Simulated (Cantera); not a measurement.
An isothermal plug-flow reactor at 900 K and 240 Torr (inlet), inlet velocity 0.15 m/s, active area per volume 120 1/m; feed H2 : O2 : N2 : H2O = 0.0052 : 0.038 : 0.79 : 0.09 (molar parts), equivalence ratio 0.068.

Model: Deutschmann's 1995 Pt surface mechanism with GRI-Mech 3.0 gas chemistry, integrated in Cantera. Catalytic surfaces can have several steady states; this one follows from the mechanism file's or the stated starting coverage. Mass transfer to the wall is taken as infinitely fast.

x: gas mole fraction; θ: surface coverage.

| z (m) | x H2 | x O2 | x H2O | θ free Pt | θ O* | θ OH* |
|---|---|---|---|---|---|---|
| 0.00033 | (withheld) | 0.0388 | 0.103 | 0.194 | 0.801 | 0.00475 |
| 0.00055 | (withheld) | 0.0385 | 0.103 | 0.188 | 0.807 | 0.00469 |
| 0.00092 | (withheld) | 0.0385 | 0.103 | 0.186 | 0.810 | 0.00467 |
| 0.0015 | (withheld) | 0.0385 | 0.103 | 0.185 | 0.810 | 0.00467 |
| 0.0025 | (withheld) | 0.0385 | 0.103 | 0.185 | 0.810 | 0.00467 |
| 0.0043 | 7.90e-11 | 0.0385 | 0.103 | 0.185 | 0.810 | 0.00467 |
| 0.0071 | 7.87e-11 | 0.0385 | 0.103 | 0.185 | 0.810 | 0.00467 |
| 0.012 | 7.87e-11 | 0.0385 | 0.103 | 0.185 | 0.810 | 0.00467 |
| 0.02 | 7.87e-11 | 0.0385 | 0.103 | 0.185 | 0.810 | 0.00467 |
| 0.033 | 7.87e-11 | 0.0385 | 0.103 | 0.185 | 0.810 | 0.00467 |

What belongs in the gaps?


- 0.00033, x H2: 0.000673
- 0.00055, x H2: 0.000200
- 0.00092, x H2: 2.70e-5
- 0.0015, x H2: 1.19e-6
- 0.0025, x H2: 5.56e-9
